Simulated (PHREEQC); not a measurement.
## Alkaline etch or developer: an equilibrium model

Consider water at 75 °C with 0.0098 mol/kgw LiOH and 0.0011 mol/kgw Na2CO3. Closed to the air; pH follows from the charge balance.

The numbers come from PHREEQC with the ion-association model, phreeqc.dat.

This is a speciation only: nothing precipitates in the calculation.

### Question
Predict the pH, ionic strength, specific conductance.

### Answer
pH 10.63; ionic strength 0.0126 mol/kgw; specific conductance 5550 µS/cm.

### Question
In which forms is C present?

### Answer
CO3-2 70 %, HCO3- 15 %, NaCO3- 14 % of the C.

Away from 25 °C the constants follow the database's enthalpies or fits; those with neither stay at their 25 °C values.
